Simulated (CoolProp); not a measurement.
n-octane at 293.15 K and 0.897 MPa is throttled through a valve to 0.351 MPa with no heat exchange. Each further row changes one setting.

Computed with CoolProp (reference Helmholtz-energy equation of state, Beckmüller 2019).

| case | temperature change (K) | final density (kg/m³) |
|---|---|---|
| as stated | +0.2 | 703 |
| outlet pressure 0.105 MPa | +0.3 | 702 |
| outlet pressure 0.456 MPa | +0.2 | 703 |
